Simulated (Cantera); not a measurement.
Mixture: 2.82 % C2H4, 10.7 % O2, 74.0 % N2, 12.4 % H2O, equivalence ratio 0.79, at 0.987 atm, adiabatic and at constant pressure. Ignition delay is the time to a rise of 400 K.

Detailed kinetics in Cantera: GRI-Mech 3.0 (53 species, 325 reactions). GRI-Mech 3.0 was tuned for natural gas; its chemistry of ethylene as a main component is partial and can be far from experiment. Where the delays flatten at high temperature, the 400 K rule measures the pace of heat release, not the induction time.

Q: Predict: delay at 1125 K; delay at 1225 K; delay at 1325 K; delay at 1425 K; apparent activation energy between 1375 and 1475 K.

A: 
* **delay at 1125 K**: 3.80 ms
* **delay at 1225 K**: 0.337 ms
* **delay at 1325 K**: 0.127 ms
* **delay at 1425 K**: 73.4 µs
* **apparent activation energy between 1375 and 1475 K**: 77 kJ/mol
